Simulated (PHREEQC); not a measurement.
# Buffer: speciation

A solution holds 8 mmol/kgw KH2PO4, 0.37 mmol/kgw Na2B4O7 and 0.41 mmol/kgw NaCl, at 25 °C. Closed to the air; pH follows from the charge balance.

The numbers come from PHREEQC with the ion-association model, phreeqc.dat.

Each row changes one thing in this solution. Precipitation was switched off in this run.

| case | pH | ionic strength (mol/kgw) | H2PO4- (mol/kgw) | HPO4-2 (mol/kgw) | KHPO4- (mol/kgw) | NaHPO4- (mol/kgw) | SI of Sylvite (KCl) | SI of Halite (NaCl) |
|---|---|---|---|---|---|---|---|---|
| as made | 6.08 | 0.00987 | 0.00726 | 0.000732 | 7.60e-6 | 1.10e-6 | -6.48 | -7.99 |
| temperature from 25 to 20 °C | 6.09 | 0.00987 | 0.00726 | 0.000732 | 7.62e-6 | 1.10e-6 | -6.45 | -7.98 |
| temperature from 25 to 70 °C | 5.97 | 0.00988 | 0.00726 | 0.000732 | 7.33e-6 | 1.06e-6 | -6.68 | -8.03 |
| Na2B4O7 from 0.00037 to 7.4e-05 mol/kgw | 5.38 | 0.00872 | 0.00784 | 0.000155 | 1.65e-6 | 1.15e-7 | -6.47 | -8.29 |
| temperature from 25 to 15 °C | 6.11 | 0.00987 | 0.00726 | 0.000732 | 7.64e-6 | 1.10e-6 | -6.42 | -7.98 |
| diluted 5-fold with water | 6.15 | 0.00198 | 0.00145 | 0.000148 | 3.80e-7 | 5.47e-8 | -7.83 | -9.34 |
| Na2B4O7 replaced by NaHF2 at the same molality | 3.90 | 0.00892 | 0.00786 | 5.21e-6 | 5.51e-8 | 5.38e-9 | -6.47 | -8.15 |
| NaCl from 0.00041 to 0.000615 mol/kgw | 6.08 | 0.0101 | 0.00726 | 0.000732 | 7.57e-6 | 1.29e-6 | -6.30 | -7.74 |

Complexes and solids missing from the database can't appear. Away from 25 °C the constants follow the database's enthalpies or fits; those with neither stay at their 25 °C values.
